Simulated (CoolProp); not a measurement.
Model: reference Helmholtz-energy equation of state, Schroeder 2014, in CoolProp.

For ethanol, give the phase and the Z, cv (kJ/(kg K)) at -10.75 °C and 282 kPa.


- -10.75 °C and 282 kPa: liquid; Z 0.00730, cv 1.82
